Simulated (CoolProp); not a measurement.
R227EA at several states: density (kg/m³) from the reference equation and from simpler models built on Tc = 101.8 °C, pc = 29.25 bar, ω = 0.358; each cubic takes its own stable root.

Computed with CoolProp (reference Helmholtz-energy equation of state, Lemmon 2016).

| T (°C) | p (bar) | phase | reference |
|---|---|---|---|
| 167.55 | 96.9 | supercritical | 784.6 |
| -42.65 | 2.01 | liquid | 1632 |
| 95.05 | 81.9 | liquid | 1152 |
| 45.65 | 46.4 | liquid | 1335 |

How far does each simpler model (Redlich-Kwong, Soave-Redlich-Kwong) lie from the reference over these 4 states: mean and median of the absolute difference, and the worst?


- Redlich-Kwong: mean 9.5 %, median 11.6 %, worst -13.5 % at 45.65 °C and 46.4 bar
- Soave-Redlich-Kwong: mean 9.7 %, median 9.7 %, worst -11.3 % at 167.55 °C and 96.9 bar
